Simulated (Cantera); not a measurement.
An adiabatic, constant-volume homogeneous reactor starts with 8.97 % H2, 19.1 % O2, 71.9 % N2, at 1350 K and 3750 Torr.

Computed with Cantera and the H2/O2 subset of GRI-Mech 3.0, which has no nitrogen chemistry. The hydrogen kinetics of GRI-Mech 3.0 are dated; newer H2 mechanisms differ, most at raised pressure.

Question: Predict: time of steepest temperature rise; temperature at 3.00 s; equilibrium temperature; x(H2) at 3.00 s; x(O2) at 3.00 s; x(OH) at 3.00 s; x(H) at 3.00 s; x(O) at 3.00 s.

Answer: time of steepest temperature rise: 6.76 µs
temperature at 3.00 s: 2135 K
equilibrium temperature: 2135 K
x(H2) at 3.00 s: 6.52e-5 (gas-phase equilibrium 6.52e-5)
x(O2) at 3.00 s: 0.152 (gas-phase equilibrium 0.152)
x(OH) at 3.00 s: 0.00204 (gas-phase equilibrium 0.00204)
x(H) at 3.00 s: 1.14e-5 (gas-phase equilibrium 1.14e-5)
x(O) at 3.00 s: 0.000252 (gas-phase equilibrium 0.000252)
